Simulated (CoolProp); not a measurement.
Vapour pressure (MPa) of nitrogen: the reference equation beside estimates from Tc = 126.2 K, pc = 3.396 MPa, ω = 0.037. Clausius-Clapeyron is anchored at 80.4 K with a constant enthalpy of vaporisation of 5.466 kJ/mol.

The numbers come from the reference Helmholtz-energy equation of state, Span 2000 in CoolProp.

```tsv
T (K)	reference	Lee-Kesler	Clausius-Clapeyron	van der Waals	Redlich-Kwong	Soave-Redlich-Kwong	Peng-Robinson
80.4	0.1430	0.1425	0.1430	0.4136	0.1271	0.1418	0.1442
84.1	0.2096	0.2093	0.2049	0.5273	0.1934	0.2087	0.2109
87.8	0.2971	0.2971	0.2848	0.6599	0.2820	0.2969	0.2983
91.5	0.4090	0.4093	0.3855	0.8127	0.3969	0.4100	0.4102
95.1	0.5447	0.5451	0.5061	0.9817	0.5374	0.5477	0.5462
98.8	0.7154	0.7158	0.6556	1.177	0.7150	0.7212	0.7175
102.5	0.9218	0.9217	0.8336	1.396	0.9296	0.9310	0.9249
106.2	1.168	1.167	1.042	1.639	1.185	1.181	1.172
109.9	1.457	1.455	1.284	1.906	1.484	1.475	1.464
113.6	1.795	1.792	1.560	2.199	1.829	1.818	1.805
117.3	2.187	2.184	1.872	2.518	2.225	2.212	2.200
120.9	2.626	2.624	2.213	2.855	2.660	2.649	2.640
```

Absolute difference from the reference over all 12 rows, mean and median: Lee-Kesler 0.1 and 0.1 %, Clausius-Clapeyron 8.6 and 9.0 %, van der Waals 72.9 and 58.0 %, Redlich-Kwong 3.1 and 1.8 %, Soave-Redlich-Kwong 0.8 and 0.9 %, Peng-Robinson 0.5 and 0.4 %.
